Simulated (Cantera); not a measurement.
Cantera run, input and output.

```python
import numpy as np
import cantera as ct

gas = ct.Solution("h2o2.yaml")
gas.TPX = 300, 790000, {'H2': 1, 'O2': 0.192, 'N2': 0.723}
flame = ct.FreeFlame(gas, width=0.0094)
flame.set_refine_criteria(ratio=3, slope=0.08, curve=0.16)
flame.transport_model = "mixture-averaged"
flame.solve(loglevel=0, auto=True)
z, T = flame.grid, flame.T
thick = (T[-1] - T[0]) / np.gradient(T, z).max()
show = ['H2', 'O2', 'H2O2', 'OH', 'H2O', 'HO2']
print(f"laminar burning velocity  {flame.velocity[0] * 100:.3f} cm/s")
print(f"burnt temperature         {T[-1]:.1f} K")
print(f"thermal thickness         {thick * 1e3:.4f} mm")
print(f"grid points               {len(z)}")
z0 = z[flame.heat_release_rate.argmax()]
print(f"{'z/mm':>9s}{'T/K':>9s}{'u/(m/s)':>9s}" + "".join(f"{s:>11s}" for s in show))
rows = []
for k in (-3, -2, -1.5, -1, -0.5, -0.25, 0, 0.25, 0.5, 1, 2, 4, 8):
    zz = z0 + k * thick
    rows.append([k * thick, np.interp(zz, z, T), np.interp(zz, z, flame.velocity),
                 *(np.interp(zz, z, flame.X[gas.species_index(s)]) for s in show)])
    print(f"{rows[-1][0] * 1e3:9.3f}{rows[-1][1]:9.1f}{rows[-1][2]:9.3f}" + "".join(f"{x:11.3e}" for x in rows[-1][3:]))
```

Output:

```
laminar burning velocity  187.888 cm/s
burnt temperature         1893.4 K
thermal thickness         0.0338 mm
grid points               108
     z/mm      T/K  u/(m/s)         H2         O2       H2O2         OH        H2O        HO2
   -0.101    300.0    1.879  5.222e-01  1.003e-01  3.712e-10  5.341e-14  5.627e-08  1.097e-09
   -0.068    300.5    1.881  5.219e-01  1.003e-01  1.052e-08  2.081e-12  1.403e-06  3.080e-08
   -0.051    302.2    1.889  5.213e-01  1.005e-01  8.369e-08  3.965e-11  1.026e-05  2.440e-07
   -0.034    317.5    1.971  5.170e-01  1.013e-01  2.307e-06  4.937e-09  2.370e-04  6.814e-06
   -0.017    509.1    3.023  4.871e-01  1.026e-01  1.032e-04  1.257e-05  1.111e-02  5.620e-04
   -0.008    854.0    4.917  4.509e-01  8.901e-02  1.743e-04  3.327e-04  4.832e-02  1.051e-03
    0.000   1219.7    6.924  4.106e-01  6.256e-02  7.644e-05  5.518e-04  1.049e-01  4.864e-04
    0.008   1466.7    8.304  3.769e-01  3.515e-02  1.258e-05  7.548e-04  1.569e-01  2.299e-04
    0.017   1604.2    9.083  3.564e-01  1.683e-02  3.035e-06  8.160e-04  1.907e-01  1.034e-04
    0.034   1718.4    9.722  3.433e-01  3.418e-03  8.252e-07  7.459e-04  2.156e-01  1.984e-05
    0.068   1788.0   10.086  3.433e-01  2.380e-04  1.693e-07  5.972e-04  2.224e-01  1.309e-06
    0.135   1834.7   10.319  3.468e-01  7.852e-06  4.960e-08  4.001e-04  2.236e-01  5.253e-08
    0.271   1864.0   10.462  3.494e-01  8.655e-07  1.653e-08  2.318e-04  2.243e-01  8.867e-09
```

Cantera simulation using the H2/O2 subset of GRI-Mech 3.0, which has no nitrogen chemistry; the numbers are that mechanism's predictions, not measurements. The hydrogen kinetics of GRI-Mech 3.0 are dated; newer H2 mechanisms differ, most at raised pressure. Burning velocities carry a grid error of a few per cent, more on coarse grids.
